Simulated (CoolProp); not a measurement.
Vapour-liquid equilibrium of C3F8 (R218) (1) + c-C4F8 (RC318) (2) at 257.7 K; x and y are mole fractions of (1).

Model: multi-fluid Helmholtz-energy mixture model, Lemmon 2006 and Platzer 1990; pair parameters Bell 2016, in CoolProp. This equation is an older, rougher fit; its heat capacities, sound speeds and derivatives of the liquid may be far off and weren't checked against measurements.

```
x     bubble pressure (bar)  y at the bubble point  dew pressure at overall composition x (bar)  liquid density (mol/L)
----  ---------------------  ---------------------  -------------------------------------------  ----------------------
0.05                      …                  0.084                                       0.6863                   8.255
0.2                  0.8212                      …                                            …                   8.289
0.35                  1.029                  0.607                                            …                   8.303
0.5                       …                  0.778                                       0.9209                   8.298
0.65                  1.633                  0.885                                        1.083                   8.271
0.8                   1.975                  0.949                                        1.361                   8.220
0.95                  2.315                  0.990                                        1.979                   8.141
```

Problem. Some entries are withheld; supply them.

Solution. 
- 0.05, bubble pressure (bar): 0.6966
- 0.2, y at the bubble point: 0.362
- 0.2, dew pressure at overall composition x (bar): 0.7392
- 0.35, dew pressure at overall composition x (bar): 0.8139
- 0.5, bubble pressure (bar): 1.308

No azeotrope shows between x = 0.05 and 0.95.

The pair parameters rest on a limited set of measurements; away from them the model extrapolates.
